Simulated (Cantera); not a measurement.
# Thermodynamics of iron carbonyl, mercury and lead vapours, feed Fe(CO)5 + H2

Input: 1 mol Fe(CO)5, a varied amount of H2, equilibrated at 848 K and 120 Pa.

Cantera equilibrium calculation (NASA polynomials, part measured and part estimated; ideal gas, pure solids and liquids). Candidate condensed phases: C, C6H6, C7H8, C8H18, Fe, Fe(CO)5, FeO, Fe(OH)2, Fe(OH)3, Fe2O3, Fe3O4, H2O; 114 gas species. Condensed phases not in the tables: cementite and carbon dissolved in iron. Equilibrium is a limit: real reactors are often held back by kinetics, nucleation or transport.

| n(H2) (mol) | log p CO | log p H2 | log p CO2 | log p H2O | n C(graphite) | n Fe(α) |
|---|---|---|---|---|---|---|
| 0.12 | -2.94 | -4.54 | -4.53 | -6.62 | 0.125 | 1.00 |
| 0.16 | -2.95 | -4.42 | -4.53 | -6.50 | 0.124 | 1.00 |
| 0.21 | -2.95 | -4.31 | -4.54 | -6.39 | 0.123 | 1.00 |
| 0.28 | -2.96 | -4.19 | -4.55 | -6.28 | 0.122 | 1.00 |
| 0.38 | -2.96 | -4.07 | -4.57 | -6.16 | 0.121 | 1.00 |
| 0.51 | -2.97 | -3.95 | -4.59 | -6.05 | 0.119 | 1.00 |
| 0.68 | -2.99 | -3.84 | -4.62 | -5.96 | 0.117 | 1.00 |
| 0.92 | -3.01 | -3.72 | -4.65 | -5.86 | 0.114 | 1.00 |
| 1.2 | -3.03 | -3.63 | -4.69 | -5.79 | 0.111 | 1.00 |
| 1.7 | -3.06 | -3.51 | -4.76 | -5.70 | 0.106 | 1.00 |
| 2.2 | -3.09 | -3.43 | -4.82 | -5.65 | 0.102 | 1.00 |
| 3 | -3.14 | -3.34 | -4.91 | -5.61 | 0.0958 | 1.00 |
| 4 | -3.19 | -3.27 | -5.01 | -5.59 | 0.0897 | 1.00 |
log p: log10 of the partial pressure in bar; n: condensed amount in mol.

From 0.12 mol H2 to 4 mol H2 the condensed part is C(graphite) + Fe(α).
